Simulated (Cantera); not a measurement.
Charge: 1 mol Fe₂O₃, 200 mol H₂, 0.52 mol N₂, held at 1398 K and 75.0 mbar.

Method: chemical equilibrium by Gibbs-energy minimisation in Cantera with the NASA 1993 tables (ideal gas, pure condensed phases). Candidate condensed phases: Fe, FeO, Fe(OH)₂, Fe(OH)₃, Fe₂O₃, Fe₃O₄, H₂O; 27 gas species. The numbers say what is thermodynamically allowed, not how fast it happens.

Base state: H₂ 0.982, H₂O 0.0150, N₂ 0.00259, H 1.71e-5 (mole fractions); condensed: Fe(γ).

### Question
What changes in the equilibrium state with this change: temperature from 1398 K to 2025 K?

### Answer
| species | before | after |
|---|---|---|
| H₂ | 0.982 | 0.969 |
| H₂O | 0.0150 | 0.0148 |
| H | 1.71e-5 | 0.00692 |
| Fe | 1.94e-7 | 0.00641 |
| OH | 5.14e-9 | 1.10e-5 |
| N₂ | 0.00259 | 0.00257 |
| Fe(γ), mol | 2.00 | 0 |
| Fe(l), mol | 0 | 0.700 |
